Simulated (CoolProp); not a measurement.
CF4 (R14) at 468.46 K and 1.86 MPa flows at 7.7 m/s in a round tube of 2 mm bore and 15 µm roughness, fully developed (64/Re and Nu = 3.66 if laminar; Colebrook and Gnielinski if turbulent). Each further row changes one setting.

Values from CoolProp's reference Helmholtz-energy equation of state, Platzer 1990. This equation is an older, rougher fit.

```json
[
 {"case": "as stated", "Reynolds number": "25600", "Darcy friction factor": "?", "pressure drop (Pa/m)": "23200", "heat-transfer coefficient (W/(m² K))": "?", "mass flow (kg/h)": "?"},
 {"case": "velocity 15.4 m/s", "Reynolds number": "51200", "Darcy friction factor": "0.0358", "pressure drop (Pa/m)": "?", "heat-transfer coefficient (W/(m² K))": "2980", "mass flow (kg/h)": "7.34"},
 {"case": "diameter 4 mm", "Reynolds number": "51200", "Darcy friction factor": "0.0300", "pressure drop (Pa/m)": "?", "heat-transfer coefficient (W/(m² K))": "1230", "mass flow (kg/h)": "?"}
]
```

Question: Some entries are withheld; supply them.

Answer: 
- as stated, Darcy friction factor: 0.0371
- as stated, heat-transfer coefficient (W/(m² K)): 1520
- as stated, mass flow (kg/h): 3.67
- velocity 15.4 m/s, pressure drop (Pa/m): 89500
- diameter 4 mm, pressure drop (Pa/m): 9360
- diameter 4 mm, mass flow (kg/h): 14.7

Viscosity comes from a separate model (Huber 2003), an estimate that may be off by 10 % or more. Thermal conductivity comes from a separate model (Huber 2003), an estimate that may be off by 10 % or more.
